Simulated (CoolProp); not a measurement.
Tetradecamethylhexasiloxane (MD4M) along the isotherm 561.5 K: fugacity coefficient from the reference equation and from simpler models built on Tc = 653.2 K, pc = 0.8286 MPa, ω = 0.800; each cubic takes its own stable root.

Values from CoolProp's reference Helmholtz-energy equation of state, Thol 2019.

| p (MPa) | phase | reference | van der Waals | Redlich-Kwong | Peng-Robinson |
|---|---|---|---|---|---|
| 0.921 | liquid | 0.1882 | 0.4221 | 0.3235 | 0.1935 |
| 1.84 | liquid | (withheld) | 0.2696 | 0.1939 | 0.1120 |
| 2.76 | liquid | 0.08414 | 0.2265 | 0.1535 | 0.08602 |
| 3.68 | liquid | (withheld) | 0.2123 | 0.1359 | (withheld) |
| 4.6 | liquid | 0.06715 | (withheld) | 0.1277 | 0.06796 |
| 5.52 | liquid | 0.06438 | 0.2176 | 0.1247 | 0.06479 |
| 6.44 | liquid | 0.06342 | 0.2299 | 0.1248 | 0.06342 |
| 7.36 | liquid | 0.06370 | 0.2472 | 0.1271 | 0.06327 |
| 8.29 | liquid | 0.06494 | 0.2696 | 0.1314 | 0.06406 |

Question: Complete the blanks.

Answer: 
- 1.84, reference: 0.1091
- 3.68, reference: 0.07284
- 3.68, Peng-Robinson: 0.07412
- 4.6, van der Waals: 0.2111
